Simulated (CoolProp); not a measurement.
Saturation properties of hydrogen sulfide.

The numbers come from the reference Helmholtz-energy equation of state, Lemmon 2006 in CoolProp. It is a short technical equation, of lower accuracy than the large ones.

```
T (K)     p (bar)  vapour density (kg/m³)  liquid viscosity (µPa s)
-----  ----------  ----------------------  ------------------------
277.9       11.84                   19.98                       149
280.2       12.63                   21.27                       146
282.5       13.46                   22.64                       143
284.7       14.28                   24.00                       140
287    (withheld)                   25.50                (withheld)
289.2  (withheld)                   27.00                       135
291.5       17.08              (withheld)                       132
293.8  (withheld)              (withheld)                       129
296         19.13                   32.12                       127
298.3       20.25                   34.02                (withheld)
300.6       21.41                   36.01                       122
302.8       22.57                   38.01                       119
305.1       23.83                   40.21                       117
307.3       25.07                   42.41                       114
309.6  (withheld)                   44.83                       112
```

**Question.** What belongs in the gaps?

**Answer.** 
- 287, p (bar): 15.19
- 287, liquid viscosity (µPa s): 138
- 289.2, p (bar): 16.09
- 291.5, vapour density (kg/m³): 28.65
- 293.8, p (bar): 18.11
- 293.8, vapour density (kg/m³): 30.38
- 298.3, liquid viscosity (µPa s): 124
- 309.6, p (bar): 26.43

It boils at 212.9 K under 1 atm.

Viscosity comes from a separate model (Quiñones-Cisneros 2012).
